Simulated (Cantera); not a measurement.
Charge: 1 mol CuO, a varied amount of H₂, at 1098.15 K and 1300 Pa.

These are equilibrium values from Cantera (NASA tables, ideal gas, pure condensed phases), not measurements of a reactor. Candidate condensed phases: Cu, CuO, Cu(OH)₂, Cu₂O, H₂O; 12 gas species. Mutual solubility and eutectic melting of coexisting phases are not modelled. Rates play no part.

x: gas mole fraction; n: condensed amount in mol.

| n(H₂) (mol) | x H₂O | x H₂ | x O₂ | x H | x OH | x Cu | n Cu(s) | n Cu₂O(s) |
|---|---|---|---|---|---|---|---|---|
| 0.56 | 1.000 | 2.03e-5 | 2.95e-7 | 9.81e-10 | 2.13e-7 | 4.31e-8 | 0.120 | 0.440 |
| 1.4 | ? | ? | <1e-12 | ? | ? | 4.31e-8 | 1.00 | 0 |
| 3.4 | 0.294 | 0.706 | <1e-12 | 1.83e-7 | 3.36e-10 | 4.31e-8 | 1.00 | 0 |
| 8.5 | ? | 0.882 | <1e-12 | 2.04e-7 | ? | 4.31e-8 | 1.00 | 0 |
| 21 | 0.0476 | 0.952 | <1e-12 | 2.12e-7 | 4.68e-11 | 4.31e-8 | 1.000 | 0 |
| 53 | 0.0189 | 0.981 | <1e-12 | 2.16e-7 | 1.83e-11 | 4.31e-8 | 1.000 | 0 |
| 130 | 0.00769 | 0.992 | <1e-12 | 2.17e-7 | 7.41e-12 | 4.31e-8 | 1.000 | 0 |
| 320 | 0.00313 | 0.997 | <1e-12 | 2.17e-7 | 3.00e-12 | 4.31e-8 | 1.000 | 0 |
| 800 | 0.00125 | 0.999 | <1e-12 | 2.18e-7 | 1.20e-12 | 4.31e-8 | 1.000 | 0 |
| 2000 | 0.000500 | 1.000 | <1e-12 | 2.18e-7 | <1e-12 | 4.31e-8 | 1.000 | 0 |

Task: Fill in the missing entries.

Result: 
- 1.4, x H₂O: 0.714
- 1.4, x H₂: 0.286
- 1.4, x H: 1.16e-7
- 1.4, x OH: 1.28e-9
- 8.5, x H₂O: 0.118
- 8.5, x OH: 1.20e-10
